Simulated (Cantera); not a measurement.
## Adiabatic ignition

An adiabatic, constant-volume homogeneous reactor starts with CH₄ : O₂ : N₂ : H₂O = 1 : 0.952 : 3.58 : 0.12 (molar parts), equivalence ratio 2.1, at 1225 K and 2200000 Pa.

Model: GRI-Mech 3.0 (53 species, 325 reactions), integrated in Cantera. The pressure lies above the range GRI-Mech 3.0 was tuned for (to about 10 atm).

| t (s) | T (K) | P (bar) | x CH₄ | x O₂ | x C₂H₂ | x C₂H₄ | x CH₂ |
|---|---|---|---|---|---|---|---|
| 9.00e-6 | 1225 | 22.0 | 0.177 | 0.168 | <1e-12 | 2.84e-11 | <1e-12 |
| 2.06e-5 | 1225 | 22.0 | 0.177 | 0.168 | <1e-12 | 5.27e-10 | <1e-12 |
| 4.73e-5 | 1225 | 22.0 | 0.177 | 0.168 | <1e-12 | 1.16e-8 | <1e-12 |
| 0.000109 | 1225 | 22.0 | 0.177 | 0.168 | 2.39e-12 | 1.36e-7 | <1e-12 |
| 0.000249 | 1226 | 22.0 | 0.177 | 0.168 | 4.15e-11 | 6.80e-7 | <1e-12 |
| 0.000571 | 1227 | 22.0 | 0.176 | 0.168 | 5.99e-10 | 3.50e-6 | 1.96e-12 |
| 0.00131 | 1239 | 22.3 | 0.174 | 0.167 | 2.40e-8 | 4.23e-5 | 1.38e-11 |
| 0.00300 | 2541 | 54.2 | 4.52e-8 | 5.69e-7 | 8.80e-11 | <1e-12 | 1.25e-10 |
| 0.00688 | 2541 | 54.2 | 4.51e-8 | 5.69e-7 | 8.78e-11 | <1e-12 | 1.24e-10 |
| 0.0158 | 2541 | 54.2 | 4.51e-8 | 5.69e-7 | 8.78e-11 | <1e-12 | 1.24e-10 |
| 0.0362 | 2541 | 54.2 | 4.51e-8 | 5.69e-7 | 8.78e-11 | <1e-12 | 1.24e-10 |
| 0.0829 | 2541 | 54.2 | 4.51e-8 | 5.69e-7 | 8.78e-11 | <1e-12 | 1.24e-10 |
| 0.190 | 2541 | 54.2 | 4.51e-8 | 5.69e-7 | 8.78e-11 | <1e-12 | 1.24e-10 |
| 0.436 | 2541 | 54.2 | 4.51e-8 | 5.69e-7 | 8.78e-11 | <1e-12 | 1.24e-10 |
| 1.00 | 2541 | 54.2 | 4.51e-8 | 5.69e-7 | 8.78e-11 | <1e-12 | 1.24e-10 |
x: mole fraction; the columns are a selection and need not sum to one.

```json
{
  "time_of_steepest_temperature_rise": "1.98 ms",
  "temperature at 1.00 s": "2541 K",
  "equilibrium_temperature": "2541 K",
  "x(CH₄) at 1.00 s": "4.51e-8 (gas-phase equilibrium 4.98e-8)",
  "x(O₂) at 1.00 s": "5.69e-7 (gas-phase equilibrium 5.69e-7)",
  "x(C₂H₂) at 1.00 s": "8.78e-11 (gas-phase equilibrium 9.67e-11)"
}
```
